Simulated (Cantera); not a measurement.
## Si3H8 + H2 (silicon epitaxy and polysilicon growth)

Input: 1 mol Si3H8, 15 mol H2, held at 10.0 Torr.

Method: chemical equilibrium by Gibbs-energy minimisation in Cantera with the NASA 1993 tables (ideal gas, pure condensed phases). Candidate condensed phases: Si; 9 gas species. The feed counts by its element totals alone. Gases not in the tables: Si2H6 and higher silanes. Kinetics and transport are ignored.

```json
[
 {"T (°C)": "750", "x H2": "1.00", "x H": "3.59e-8", "x Si": "<1e-12", "x SiH2": "1.80e-10", "x SiH": "<1e-12", "x Si2": "<1e-12", "n Si(s)": "3.00", "n Si(l)": "0"},
 {"T (°C)": "850", "x H2": "1.00", "x H": "3.69e-7", "x Si": "4.83e-12", "x SiH2": "2.26e-9", "x SiH": "1.42e-11", "x Si2": "<1e-12", "n Si(s)": "3.00", "n Si(l)": "0"},
 {"T (°C)": "950", "x H2": "1.000", "x H": "2.60e-6", "x Si": "2.41e-10", "x SiH2": "1.87e-8", "x SiH": "3.62e-10", "x Si2": "<1e-12", "n Si(s)": "3.00", "n Si(l)": "0"},
 {"T (°C)": "1050", "x H2": "1.000", "x H": "1.37e-5", "x Si": "6.65e-9", "x SiH2": "1.13e-7", "x SiH": "5.63e-9", "x Si2": "2.02e-12", "n Si(s)": "3.00", "n Si(l)": "0"},
 {"T (°C)": "1150", "x H2": "1.000", "x H": "5.75e-5", "x Si": "1.15e-7", "x SiH2": "5.26e-7", "x SiH": "5.93e-8", "x Si2": "8.20e-11", "n Si(s)": "3.00", "n Si(l)": "0"},
 {"T (°C)": "1250", "x H2": "1.000", "x H": "0.000200", "x Si": "1.35e-6", "x SiH2": "2.00e-6", "x SiH": "4.56e-7", "x Si2": "2.03e-9", "n Si(s)": "3.00", "n Si(l)": "0"},
 {"T (°C)": "1350", "x H2": "0.999", "x H": "0.000598", "x Si": "1.17e-5", "x SiH2": "6.46e-6", "x SiH": "2.72e-6", "x Si2": "3.37e-8", "n Si(s)": "3.00", "n Si(l)": "0"},
 {"T (°C)": "1450", "x H2": "0.998", "x H": "0.00158", "x Si": "7.38e-5", "x SiH2": "1.70e-5", "x SiH": "1.22e-5", "x Si2": "3.49e-7", "n Si(s)": "0", "n Si(l)": "3.00"}
]
```
x: gas mole fraction; n: condensed amount in mol.

From 750 °C to 1350 °C the condensed part is Si(s). At 1450 °C the condensed part is Si(l).
